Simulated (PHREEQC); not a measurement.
3.8 g of hydrous ferric oxide (600 m²/g; 0.2 weak and 0.005 strong sites per Fe, Dzombak-Morel constants, diffuse double layer) in 1 kg of water with 0.01 mol/kgw of an inert sodium salt and 8.8 mmol/kgw MnCl2, at 25 °C; the pH is set by adding NaOH or the inert anion's acid. No oxygen is let in. The system is closed to CO2. No solid was allowed to form.

The series has 17 steps of pH, from 3 to 11.

Model: ion-association model, wateq4f.dat, run in PHREEQC.

### Question
Near which pH is half of the Mn sorbed, and on which side is more sorbed?

### Answer
Near pH 8.1, with more sorbed at higher pH.

Along this series the solution becomes supersaturated in solids that the run did not let form, among them Pyrochroite. The oxide is taken as insoluble; below pH 4 it would dissolve.
